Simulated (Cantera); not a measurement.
A closed system holds: 1 mol FeS, 0.095 mol SO2, 1.1 mol O2, at 0.150 bar.

Method: chemical equilibrium by Gibbs-energy minimisation in Cantera with the NASA 1993 tables (ideal gas, pure condensed phases). Candidate condensed phases: Fe, FeO, FeS, FeSO4, FeS2, Fe2O3, Fe2(SO4)3, Fe3O4, S; 12 gas species. The tables' stoichiometric FeO is somewhat more stable than real wüstite, so its field is too wide. FeO: taken at fixed stoichiometry. Equilibrium is a limit: real reactors are often held back by kinetics, nucleation or transport.

x: gas mole fraction; n: condensed amount in mol.

```csv
T (°C),x SO2,x S2,x SO,x S2O,x S,x Fe,n FeO(s),n FeO(l)
1302,0.765,0.214,0.0130,0.00842,0.000111,…,1.00,0
1327,0.763,0.213,0.0150,0.00835,0.000144,…,1.00,0
1352,0.762,0.212,0.0173,0.00829,0.000185,…,1.00,0
1377,0.760,0.212,0.0198,0.00822,0.000235,…,0,1.000
1402,0.758,0.211,0.0225,0.00815,0.000298,…,0,1.000
1427,0.756,0.210,0.0255,0.00807,0.000374,…,0,1.000
1452,0.754,0.209,0.0288,0.00800,0.000466,…,0,1.000
1477,0.751,0.208,0.0324,0.00792,0.000577,…,0,1.000
1502,0.749,0.206,0.0363,0.00784,0.000710,…,0,1.000
1527,0.746,0.205,0.0405,0.00776,0.000869,…,0,1.000
1552,0.742,0.204,0.0451,0.00767,0.00106,…,0,1.000
1577,0.739,0.202,0.0500,0.00758,0.00128,…,0,1.000
```

### Question
Fill in the missing entries.

### Answer

- 1302, x Fe: 1.54e-7
- 1327, x Fe: 2.75e-7
- 1352, x Fe: 4.80e-7
- 1377, x Fe: 8.25e-7
- 1402, x Fe: 1.36e-6
- 1427, x Fe: 2.20e-6
- 1452, x Fe: 3.52e-6
- 1477, x Fe: 5.54e-6
- 1502, x Fe: 8.62e-6
- 1527, x Fe: 1.32e-5
- 1552, x Fe: 2.00e-5
- 1577, x Fe: 3.00e-5
